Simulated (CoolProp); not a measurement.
Vapour-liquid equilibrium of benzene (1) + cyclohexane (2) at 1990 kPa; x and y are mole fractions of (1).

Model: multi-fluid Helmholtz-energy mixture model, Thol 2012 and Zhou 2014; pair parameters Bell 2016, in CoolProp.

| x | bubble temperature, mixture model (K) | bubble temperature, Raoult's law (K) | y, mixture model | y, Raoult's law |
|---|---|---|---|---|
| 0.05 | 498.1 | 498.9 | 0.058 | 0.054 |
| 0.2 | 495.5 | 498.1 | 0.222 | 0.212 |
| 0.35 | 493.6 | 497.4 | 0.372 | 0.366 |
| 0.5 | 492.5 | 496.6 | 0.513 | 0.518 |
| 0.65 | 492.1 | 495.9 | 0.651 | 0.666 |
| 0.8 | 492.4 | 495.2 | 0.792 | 0.811 |
| 0.95 | 493.6 | 494.5 | 0.945 | 0.953 |

The largest gap from Raoult's law is -4.1 K in bubble temperature, at x = 0.5. y crosses x between x = 0.65 and 0.8: the model has an azeotrope there.

Pair parameters are fitted to limited data, so mixtures are less certain than the pure fluids.
